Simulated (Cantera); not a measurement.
Charge: 1 mol SiC, 0.064 mol O2, 5.9 mol H2, 0.011 mol CO2, equilibrated at 1827 °C and 0.00133 bar.

Method: chemical equilibrium by Gibbs-energy minimisation in Cantera with the NASA 1993 tables (ideal gas, pure condensed phases). Candidate condensed phases: C, C6H6, C7H8, C8H18, H2O, Si, SiC, SiO2; 123 gas species. Gases not in the tables: Si2H6 and higher silanes. Kinetics and transport are ignored.

Base state: H2 0.877, H 0.0799, CO 0.0219, Si 0.0183, SiO 0.00140, Si2C 0.000748, SiH 0.000339, C2H2 (acetylene) 0.000231 (mole fractions); condensed: SiC(s).

**Question.** What changes in the equilibrium state with this change: temperature from 1827 °C to 802 °C?

**Answer.** 
```csv
species,before,after
H2,0.877,0.999
CO,0.0219,0.00120
CH4,1.44e-7,6.00e-5
H,0.0799,4.02e-7
Si,0.0183,<1e-9
SiO,0.00140,1.92e-7
Si2C,0.000748,<1e-9
SiH,0.000339,<1e-9
"SiC(s), mol",0.859,0.929
"C(graphite), mol",0,0.0750
"SiO2(β-quartz), mol",0,0.0715
```
Mutual solubility and eutectic melting of coexisting phases are not modelled.

**Question.** What changes in the equilibrium state with this change: H2 from 5.9 to 910 mol?

**Answer.** 
| species | before | after |
|---|---|---|
| H2 | 0.877 | 0.917 |
| H | 0.0799 | 0.0817 |
| Si | 0.0183 | 0.00100 |
| CO | 0.0219 | 0.000157 |
| SiO | 0.00140 | 4.13e-7 |
| Si2 | 4.35e-5 | 1.31e-7 |
| Si2C | 0.000748 | 3.01e-6 |
| SiC(s), mol | 0.859 | 0 |

**Question.** What changes in the equilibrium state with this change: O2 from 0.064 to 0.04 mol?

**Answer.** 
```json
[
 {"species": "H2", "before": "0.877", "after": "0.888"},
 {"species": "H", "before": "0.0799", "after": "0.0804"},
 {"species": "CO", "before": "0.0219", "after": "0.0155"},
 {"species": "Si", "before": "0.0183", "after": "0.0135"},
 {"species": "SiO", "before": "0.00140", "after": "0.000541"},
 {"species": "C2H2 (acetylene)", "before": "0.000231", "after": "0.000427"},
 {"species": "Si2", "before": "4.35e-5", "after": "2.38e-5"},
 {"species": "SiC2", "before": "0.000215", "after": "0.000290"},
 {"species": "SiC(s), mol", "before": "0.859", "after": "0.900"}
]
```
